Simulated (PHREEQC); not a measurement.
# Polishing slurry liquid: speciation

Make-up at 25 °C: 0.15 mol/kgw K2CO3, 0.066 mol/kgw KNO3 and 0.005 mol/kgw K2SO4. Closed to the air; pH follows from the charge balance.

Model: ion-association model, phreeqc.dat, run in PHREEQC.

This is a speciation only: nothing precipitates in the calculation.

Question: Estimate the pH, specific conductance, density.

Answer: pH 11.40; specific conductance 34200 µS/cm; density 1.020 g/cm³.

Question: In which forms is C present?

Answer: CO3-2 97 %, HCO3- 2.7 % of the C.

Complexes and solids missing from the database can't appear.
